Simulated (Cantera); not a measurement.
Standard-state values (1 bar) from the NASA 1993 polynomials, evaluated with Cantera. Values are per mole of reaction as written; species without (g) are pure solids or liquids, kept so even where they would boil at 1 bar. NbO: taken at fixed stoichiometry.

H(g) + NbO2(g) ⇌ OH(g) + NbO

| T (K) | ΔH° (kJ) | ΔS° (J/K) | ΔG° (kJ) | log10 K |
|---|---|---|---|---|
| 2350 | -291.9 | -103.2 | -49.4 | 1.10 |
| 2500 | … | … | … | … |
| 2650 | … | … | … | … |
| 2800 | … | … | … | … |
| 2950 | -279.7 | -98.6 | 11.1 | -0.20 |

Question: Fill in the missing entries.

Answer: 
- 2500, ΔH° (kJ): -288.9
- 2500, ΔS° (J/K): -102.0
- 2500, ΔG° (kJ): -34.0
- 2500, log10 K: 0.71
- 2650, ΔH° (kJ): -285.9
- 2650, ΔS° (J/K): -100.8
- 2650, ΔG° (kJ): -18.8
- 2650, log10 K: 0.37
- 2800, ΔH° (kJ): -282.8
- 2800, ΔS° (J/K): -99.6
- 2800, ΔG° (kJ): -3.8
- 2800, log10 K: 0.07
